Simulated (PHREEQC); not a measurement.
1 kg of water holding 180 mmol/kgw NaCl and 100 mmol/kgw KCl meets 20 L of dry gas (H2 0.61, N2 0.39 by moles) at fixed total pressure, at 10 °C; fugacities by Peng-Robinson. The gases take part in no redox reaction, some water evaporates into the gas, and hydrates or a liquid gas phase aren't modelled. Precipitation was switched off in this run.

All values are PHREEQC results (ion-association model, phreeqc.dat), not measurements.

```json
[
 {"P (atm)": "2", "dissolved H2 (mol/kgw)": "0.00100", "φ of H2": "1.001", "p of H2 (atm)": "1.21", "dissolved N2 (mol/kgw)": "0.000618"},
 {"P (atm)": "5", "dissolved H2 (mol/kgw)": "0.00250", "φ of H2": "1.002", "p of H2 (atm)": "3.04", "dissolved N2 (mol/kgw)": "0.00154"},
 {"P (atm)": "10", "dissolved H2 (mol/kgw)": "0.00499", "φ of H2": "1.003", "p of H2 (atm)": "6.09", "dissolved N2 (mol/kgw)": "0.00306"},
 {"P (atm)": "20", "dissolved H2 (mol/kgw)": "0.00990", "φ of H2": "1.006", "p of H2 (atm)": "12.2", "dissolved N2 (mol/kgw)": "0.00602"},
 {"P (atm)": "30", "dissolved H2 (mol/kgw)": "0.0147", "φ of H2": "1.010", "p of H2 (atm)": "18.3", "dissolved N2 (mol/kgw)": "0.00889"},
 {"P (atm)": "40", "dissolved H2 (mol/kgw)": "0.0195", "φ of H2": "1.013", "p of H2 (atm)": "24.4", "dissolved N2 (mol/kgw)": "0.0117"},
 {"P (atm)": "75", "dissolved H2 (mol/kgw)": "(withheld)", "φ of H2": "(withheld)", "p of H2 (atm)": "45.7", "dissolved N2 (mol/kgw)": "0.0207"},
 {"P (atm)": "100", "dissolved H2 (mol/kgw)": "0.0462", "φ of H2": "(withheld)", "p of H2 (atm)": "61.0", "dissolved N2 (mol/kgw)": "0.0267"},
 {"P (atm)": "150", "dissolved H2 (mol/kgw)": "0.0665", "φ of H2": "1.056", "p of H2 (atm)": "91.5", "dissolved N2 (mol/kgw)": "0.0374"},
 {"P (atm)": "200", "dissolved H2 (mol/kgw)": "0.0851", "φ of H2": "(withheld)", "p of H2 (atm)": "122", "dissolved N2 (mol/kgw)": "0.0470"},
 {"P (atm)": "300", "dissolved H2 (mol/kgw)": "0.118", "φ of H2": "1.129", "p of H2 (atm)": "183", "dissolved N2 (mol/kgw)": "0.0637"},
 {"P (atm)": "400", "dissolved H2 (mol/kgw)": "0.147", "φ of H2": "1.187", "p of H2 (atm)": "244", "dissolved N2 (mol/kgw)": "0.0779"}
]
```

What belongs in the gaps?


- 75, dissolved H2 (mol/kgw): 0.0354
- 75, φ of H2: 1.026
- 100, φ of H2: 1.035
- 200, φ of H2: 1.079

Species that the database lacks are ignored. Constants without temperature data keep their 25 °C values here.
